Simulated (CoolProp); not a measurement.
Vapour-liquid equilibrium of ethanol (1) + toluene (2) at 1.19 MPa; x and y are mole fractions of (1).

Model: multi-fluid Helmholtz-energy mixture model, Schroeder 2014 and Lemmon 2006; pair parameters Bell 2016, in CoolProp.

```tsv
x	bubble temperature (°C)	y at the bubble point	dew temperature at overall composition x (°C)	liquid density (mol/L)
0.05	?	0.252	223.9	7.297
0.2	181.3	0.569	212.7	8.089
0.35	?	0.675	200.8	8.760
0.5	166.2	0.737	187.7	9.521
0.65	162.8	0.793	173.5	10.47
0.8	160.1	?	162.5	11.69
0.95	158.2	0.960	158.3	13.23
```

Problem. Complete the blanks.

Solution. 
- 0.05, bubble temperature (°C): 208.7
- 0.35, bubble temperature (°C): 171.3
- 0.8, y at the bubble point: 0.863

No azeotrope shows between x = 0.05 and 0.95.

Pair parameters are fitted to limited data, so mixtures are less certain than the pure fluids.
